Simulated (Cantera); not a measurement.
Feed: 1 mol C2H6, 1.9 mol O2, 0.74 mol H2, equilibrated at 99.0 bar.

Cantera equilibrium calculation (NASA polynomials, part measured and part estimated; ideal gas, pure solids and liquids). Candidate condensed phases: C, C6H6, C7H8, C8H18, H2O; 110 gas species. The ideal-gas law is rough above about 30 bar. Equilibrium is a limit: real reactors are often held back by kinetics, nucleation or transport.

Question: Which condensed phases are stable at each of these points (T (K)): 700, 900, 1100, 1300, 1500, 1700, 1900?

Answer: 
| T (K) | condensed phases | C condensed (%) |
|---|---|---|
| 700 | C(graphite) | 13.1 |
| 900 | C(graphite) | 2.8 |
| 1100 | gas only | 0.0 |
| 1300 | gas only | 0.0 |
| 1500 | gas only | 0.0 |
| 1700 | gas only | 0.0 |
| 1900 | gas only | 0.0 |

From 700 K to 900 K the condensed part is C(graphite). From 1100 K to 1900 K nothing is condensed.
